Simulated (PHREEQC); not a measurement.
## Metal-bearing waste water: speciation

Solution (25 °C): 0.0073 mol/kgw FeCl3, 0.00015 mol/kgw NiCl2, 0.00048 mol/kgw H2SO4 and 0.00049 mol/kgw NaCl. Closed to the air; pH follows from the charge balance.

Equilibrium calculation in PHREEQC: ion-association model, wateq4f.dat.

| Property | Value |
|---|---|
| pH | 2.39 |
| ionic strength | 0.0367 mol/kgw |
| total alkalinity | -15.6 meq/kg |

```
species     molality  activity   log γ
----------  --------  --------  ------
Cl-           0.0219    0.0182  -0.080
H+           0.00467   0.00405  -0.062
Fe+3         0.00254  0.000698  -0.561
FeOH+2       0.00221   0.00111  -0.297
FeCl+2      0.000761  0.000384  -0.297
Fe2(OH)2+4  0.000556   3.33e-5  -1.222
Na+         0.000490  0.000412  -0.075
FeSO4+      0.000371  0.000313  -0.074
Ni+2        0.000145   7.19e-5  -0.306
Fe(OH)2+    0.000108   9.10e-5  -0.073
SO4-2        8.13e-5   4.09e-5  -0.299
Fe3(OH)4+5   5.15e-5   6.33e-7  -1.910
FeCl2+       3.72e-5   3.12e-5  -0.076
HSO4-        1.92e-5   1.61e-5  -0.076
FeHSO4+2     6.85e-6   3.39e-6  -0.306
NiCl+        3.92e-6   3.29e-6  -0.076
```

Precipitation was switched off in this run. Saturation is exceeded, for instance for Hematite (slow to form), Goethite (slow to form); the values hold only as long as no solid forms.
